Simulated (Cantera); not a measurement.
## Gas-phase reforming

A perfectly stirred reactor is fed with 45.5 % CH4, 54.5 % CO2, at 4.93 atm; it is held at 1775 K, and followed from long to short residence time.

Cantera simulation using GRI-Mech 3.0 (53 species, 325 reactions); the numbers are that mechanism's predictions, not measurements.

```
τ (s)     x CH4   x CO2    x C2H4   x H2O     x CH3  x C2H2
-------  ------  ------  --------  ------  --------  ------
2.0      0.0142  0.0244  0.000798  0.0712   5.95e-5  0.0146
0.76     0.0196  0.0338   0.00134  0.0934   8.52e-5  0.0263
0.29     0.0267  0.0482   0.00197   0.122  0.000122  0.0426
0.11     0.0367  0.0700   0.00258   0.155  0.000177  0.0629
0.040    0.0528   0.105   0.00310   0.184  0.000270  0.0843
0.015    0.0795   0.159   0.00364   0.191  0.000413  0.0987
0.0056    0.128   0.245   0.00473   0.158  0.000631  0.0974
0.0021    0.203   0.355   0.00678  0.0922  0.000921  0.0766
0.00078   0.289   0.450   0.00965  0.0360   0.00126  0.0461
```
x: mole fraction; the columns are a selection and need not sum to one.
